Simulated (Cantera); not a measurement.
An isothermal, constant-pressure homogeneous reactor starts with C2H4 : H2 = 1 : 17 (molar parts), at 1450 K and 100.0 Torr. Integrator tolerance rtol = 1e-08.

Detailed kinetics in Cantera: GRI-Mech 3.0 (53 species, 325 reactions). GRI-Mech 3.0 was tuned for natural gas; its chemistry of ethylene as a main component is partial and can be far from experiment. GRI-Mech 3.0 stops at C3 and has no aromatics, soot or wall deposition, so with more carbon than oxygen in the feed, carbon stays in small species such as C2H2 where larger ones or solid carbon would form.

Problem. What does this change do: temperature 1450 to 1300 K?

Solution. 
| quantity | before | after |
|---|---|---|
| x(C2H4) at 20.0 s | 0.00241 (gas-phase equilibrium 0.00209) | 0.00893 (gas-phase equilibrium 0.00238) |
| x(H2) at 20.0 s | 0.936 (gas-phase equilibrium 0.929) | 0.925 (gas-phase equilibrium 0.894) |
| x(CH3) at 20.0 s | 1.24e-5 (gas-phase equilibrium 1.82e-5) | 6.45e-6 (gas-phase equilibrium 6.13e-6) |
| x(CH2) at 20.0 s | 2.91e-10 (gas-phase equilibrium 3.81e-10) | 3.30e-11 (gas-phase equilibrium 1.21e-11) |
| x(C2H2) at 20.0 s | 0.0411 (gas-phase equilibrium 0.0357) | 0.0263 (gas-phase equilibrium 0.00705) |

Problem. What does this change do: C2H4 1 to 5 parts?

Solution. 
```
quantity                                              before                                      after
-----------------  -----------------------------------------  -----------------------------------------
x(C2H4) at 20.0 s    0.00241 (gas-phase equilibrium 0.00209)    0.00811 (gas-phase equilibrium 0.00791)
x(H2) at 20.0 s          0.936 (gas-phase equilibrium 0.929)        0.783 (gas-phase equilibrium 0.776)
x(CH3) at 20.0 s     1.24e-5 (gas-phase equilibrium 1.82e-5)    2.74e-5 (gas-phase equilibrium 3.23e-5)
x(CH2) at 20.0 s   2.91e-10 (gas-phase equilibrium 3.81e-10)  6.70e-10 (gas-phase equilibrium 7.42e-10)
x(C2H2) at 20.0 s      0.0411 (gas-phase equilibrium 0.0357)        0.165 (gas-phase equilibrium 0.162)
```
